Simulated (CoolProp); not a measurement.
Properties of normal hydrogen along the isotherm -254.15 °C (Tc = -240.0 °C, pc = 1.296 MPa, ω = -0.219).

Computed with CoolProp (reference Helmholtz-energy equation of state, Leachman 2009).

```
p (MPa)   phase  isothermal compressibility (1/MPa)  conductivity (mW/(m K))  fugacity coefficient
-------  ------  ----------------------------------  -----------------------  --------------------
0.997    liquid                             0.01490                      104               0.07278
1.99     liquid                             0.01334                      106               0.04328
2.99     liquid                             0.01210                      107               0.03415
3.99     liquid                             0.01109                      108               0.03028
4.99     liquid                             0.01026                      110               0.02860
5.98     liquid                            0.009555                      111               0.02809
6.98     liquid                            0.008945                      112               0.02833
7.98     liquid                            0.008414                      113               0.02912
8.97     liquid                            0.007952                      114               0.03037
9.97     liquid                            0.007538                      115               0.03203
11       liquid                            0.007157                      116               0.03416
12       liquid                            0.006826                      117               0.03662
13       liquid                            0.006526                      119               0.03950
```

Thermal conductivity comes from a separate model (Assael 2011).
